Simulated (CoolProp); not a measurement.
Model: reference Helmholtz-energy equation of state, Fiedler 2023, in CoolProp.

Task: For tetrahydrofuran, give the phase and the density (kg/m³) at 381.3 K and 1.94 MPa; 381.3 K and 2.3 MPa; 381.3 K and 2.65 MPa.

Result: 
- 381.3 K and 1.94 MPa: liquid; density 787
- 381.3 K and 2.3 MPa: liquid; density 788
- 381.3 K and 2.65 MPa: liquid; density 789
